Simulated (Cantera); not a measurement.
An adiabatic, constant-pressure homogeneous reactor starts with H2 : O2 : N2 : NO = 1 : 1.16 : 4.37 : 0.0088 (molar parts), at 1350 K and 4.54 atm. Integrator tolerance rtol = 1e-08.

Cantera simulation using GRI-Mech 3.0 (53 species, 325 reactions); the numbers are that mechanism's predictions, not measurements. The hydrogen kinetics of GRI-Mech 3.0 are dated; newer H2 mechanisms differ, most at raised pressure. The mechanism lacks 2 NO + O2 → 2 NO2 and HONO, so NO2 and the effect of NO are under-described below about 1400 K.

Q: What does this change do: initial temperature 1350 to 1148 K?

A: 
```tsv
quantity	before	after
time of steepest temperature rise	5.99 µs	26.7 µs
temperature at 3.00 s	2364 K	2204 K
equilibrium temperature	2364 K	2204 K
x(H2) at 3.00 s	0.000700 (gas-phase equilibrium 0.000700)	0.000277 (gas-phase equilibrium 0.000277)
x(O2) at 3.00 s	0.102 (gas-phase equilibrium 0.102)	0.105 (gas-phase equilibrium 0.105)
x(NO) at 3.00 s	0.0119 (gas-phase equilibrium 0.0119)	0.00863 (gas-phase equilibrium 0.00863)
x(H2O2) at 3.00 s	5.71e-7 (gas-phase equilibrium 5.71e-7)	3.89e-7 (gas-phase equilibrium 3.89e-7)
x(NO2) at 3.00 s	1.84e-5 (gas-phase equilibrium 1.84e-5)	1.65e-5 (gas-phase equilibrium 1.65e-5)
x(N2O) at 3.00 s	1.35e-6 (gas-phase equilibrium 1.35e-6)	9.83e-7 (gas-phase equilibrium 9.83e-7)
```

Q: What does this change do: constant volume in place of constant pressure?

A: 
```
quantity                                                              before                                    after
---------------------------------  -----------------------------------------  ---------------------------------------
time of steepest temperature rise                                    5.99 µs                                  5.86 µs
temperature at 3.00 s                                                 2364 K                                   2555 K
equilibrium temperature                                               2364 K                                   2555 K
x(H2) at 3.00 s                    0.000700 (gas-phase equilibrium 0.000700)  0.00137 (gas-phase equilibrium 0.00137)
x(O2) at 3.00 s                          0.102 (gas-phase equilibrium 0.102)    0.0983 (gas-phase equilibrium 0.0983)
x(NO) at 3.00 s                        0.0119 (gas-phase equilibrium 0.0119)    0.0165 (gas-phase equilibrium 0.0165)
x(H2O2) at 3.00 s                    5.71e-7 (gas-phase equilibrium 5.71e-7)  1.11e-6 (gas-phase equilibrium 1.11e-6)
x(NO2) at 3.00 s                     1.84e-5 (gas-phase equilibrium 1.84e-5)  2.69e-5 (gas-phase equilibrium 2.69e-5)
x(N2O) at 3.00 s                     1.35e-6 (gas-phase equilibrium 1.35e-6)  2.48e-6 (gas-phase equilibrium 2.48e-6)
```

Q: What does this change do: pressure from 4.54 atm to 3.16 atm?

A: 
```tsv
quantity	before	after
time of steepest temperature rise	5.99 µs	8.19 µs
temperature at 3.00 s	2364 K	2360 K
equilibrium temperature	2364 K	2360 K
x(H2) at 3.00 s	0.000700 (gas-phase equilibrium 0.000700)	0.000819 (gas-phase equilibrium 0.000819)
x(O2) at 3.00 s	0.102 (gas-phase equilibrium 0.102)	0.102 (gas-phase equilibrium 0.102)
x(NO) at 3.00 s	0.0119 (gas-phase equilibrium 0.0119)	0.0118 (gas-phase equilibrium 0.0118)
x(H2O2) at 3.00 s	5.71e-7 (gas-phase equilibrium 5.71e-7)	4.69e-7 (gas-phase equilibrium 4.69e-7)
x(NO2) at 3.00 s	1.84e-5 (gas-phase equilibrium 1.84e-5)	1.52e-5 (gas-phase equilibrium 1.52e-5)
x(N2O) at 3.00 s	1.35e-6 (gas-phase equilibrium 1.35e-6)	1.12e-6 (gas-phase equilibrium 1.12e-6)
```
